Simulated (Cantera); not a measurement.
A perfectly stirred reactor is fed with CO : O2 : H2O : N2 = 0.0046 : 0.04 : 0.0055 : 1 (molar parts), at 7.11 atm; it is held at 1275 K, and followed from long to short residence time.

Computed with Cantera and GRI-Mech 3.0 (53 species, 325 reactions).

**Question.** What does this change do: pressure from 7.11 atm to 2.57 atm?

**Answer.** 
```tsv
quantity	before	after
x(CO) at τ = 0.380 s	0.000157	0.000131
x(O2) at τ = 0.380 s	0.0361	0.0360
x(H2O) at τ = 0.380 s	0.00525	0.00524
x(NO2) at τ = 0.380 s	4.03e-8	2.03e-8
x(H) at τ = 0.380 s	1.07e-8	6.95e-8
x(CO) at τ = 18.0 ms	0.00136	0.000989
x(O2) at τ = 18.0 ms	0.0366	0.0364
x(H2O) at τ = 18.0 ms	0.00524	0.00523
x(NO2) at τ = 18.0 ms	1.37e-8	3.58e-9
x(H) at τ = 18.0 ms	1.41e-7	1.09e-6
```
